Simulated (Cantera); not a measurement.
An adiabatic, constant-pressure homogeneous reactor starts with 13.8 % CH₄, 17.2 % O₂, 64.7 % N₂, 4.27 % CO₂, equivalence ratio 1.6, at 1048 K and 24.0 bar.

Model: GRI-Mech 3.0 (53 species, 325 reactions), integrated in Cantera. The pressure lies above the range GRI-Mech 3.0 was tuned for (to about 10 atm).

**Question.** Predict: time of steepest temperature rise; temperature at 1.00 s; equilibrium temperature; x(O₂) at 1.00 s; x(CO₂) at 1.00 s; x(H₂) at 1.00 s; x(CO) at 1.00 s.

**Answer.** 
```
Property                                                            Result
---------------------------------  ---------------------------------------
time of steepest temperature rise                                  17.9 ms
temperature at 1.00 s                                               2329 K
equilibrium temperature                                             2329 K
x(O₂) at 1.00 s                    1.50e-6 (gas-phase equilibrium 1.50e-6)
x(CO₂) at 1.00 s                     0.0490 (gas-phase equilibrium 0.0490)
x(H₂) at 1.00 s                      0.0725 (gas-phase equilibrium 0.0725)
x(CO) at 1.00 s                        0.114 (gas-phase equilibrium 0.114)
```
